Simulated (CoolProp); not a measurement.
Isopentane along the isotherm 226.85 °C: fugacity coefficient from the reference equation and from simpler models built on Tc = 187.2 °C, pc = 3378 kPa, ω = 0.227; each cubic takes its own stable root.

Values from CoolProp's reference Helmholtz-energy equation of state, Lemmon 2006. It is a short technical equation, of lower accuracy than the large ones.

```csv
p (kPa),phase,reference,van der Waals,Redlich-Kwong,Peng-Robinson
2250,gas,0.8321,0.8404,0.8283,0.8166
4500,supercritical,0.6729,0.6745,0.6650,0.6533
6760,supercritical,0.5325,0.5354,0.5281,0.5214
9010,supercritical,0.4478,0.4631,0.4494,0.4417
11300,supercritical,0.3963,0.4220,0.4015,0.3920
13500,supercritical,0.3645,0.3990,0.3720,0.3607
15800,supercritical,0.3423,0.3855,0.3516,0.3384
18000,supercritical,0.3280,(withheld),0.3386,0.3235
20300,supercritical,0.3180,0.3778,0.3297,(withheld)
22500,supercritical,0.3119,0.3801,0.3245,0.3055
24800,supercritical,0.3082,0.3858,0.3218,0.3007
27000,supercritical,0.3069,0.3938,0.3213,0.2980
29300,supercritical,0.3072,0.4046,0.3225,(withheld)
31500,supercritical,0.3091,0.4171,0.3251,0.2972
33800,supercritical,0.3123,0.4324,0.3292,0.2987
```

Question: What belongs in the gaps?

Answer: 
- 18000, van der Waals: 0.3792
- 20300, Peng-Robinson: 0.3126
- 29300, Peng-Robinson: 0.2969
